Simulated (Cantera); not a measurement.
**Gas-phase reforming**

An isothermal, constant-pressure homogeneous reactor starts with CH4 : H2O = 1 : 1.7 (molar parts), at 1750 K and 1.58 atm.

Cantera simulation using GRI-Mech 3.0 (53 species, 325 reactions); the numbers are that mechanism's predictions, not measurements.

| t (s) | x CH4 | x H2O | x O2 | x OH | x H2 |
|---|---|---|---|---|---|
| 7.00e-6 | 0.370 | 0.629 | <1e-12 | 2.75e-6 | 0.000288 |
| 3.37e-5 | 0.367 | 0.629 | 1.37e-11 | 7.44e-6 | 0.00188 |
| 0.000162 | 0.346 | 0.624 | 4.14e-10 | 1.29e-5 | 0.0185 |
| 0.000778 | 0.258 | 0.583 | 1.71e-9 | 1.12e-5 | 0.115 |
| 0.00374 | 0.133 | 0.512 | 7.00e-10 | 8.90e-6 | 0.265 |
| 0.0180 | 0.0497 | 0.436 | 3.16e-10 | 7.53e-6 | 0.386 |
| 0.0865 | 0.0283 | 0.322 | 1.53e-10 | 5.09e-6 | 0.490 |
| 0.416 | 0.0151 | 0.200 | 6.22e-11 | 2.84e-6 | 0.592 |
| 2.00 | 0.00336 | 0.143 | 3.44e-11 | 1.94e-6 | 0.643 |
x: mole fraction; the columns are a selection and need not sum to one.

Equilibrium at this temperature and pressure: CH4 3.39e-7, H2O 0.137, O2 3.14e-11, OH 1.85e-6, H2 0.650 (gas phase only).
